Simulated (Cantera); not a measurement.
Charge: 1 mol Cu, 14 mol NH3, 3.7 mol N2, held at 7.90 bar.

These are equilibrium values from Cantera (NASA tables, ideal gas, pure condensed phases), not measurements of a reactor. Candidate condensed phases: Cu; 11 gas species. Equilibrium is a limit: real reactors are often held back by kinetics, nucleation or transport. All values below are at 1423 K.

Base state: H2 0.662, N2 0.338, NH3 0.000196 (mole fractions); condensed: Cu(l).

Question: What changes in the equilibrium state with this change: pressure from 7.90 bar to 0.000120 bar?

Answer: 
```tsv
species	before	after
H2	0.662	0.651
N2	0.338	0.332
Cu	2.65e-7	0.0174
NH3	0.000196	2.87e-9
H	1.92e-6	0.000489
Cu(l), mol	1.000	0.437
```
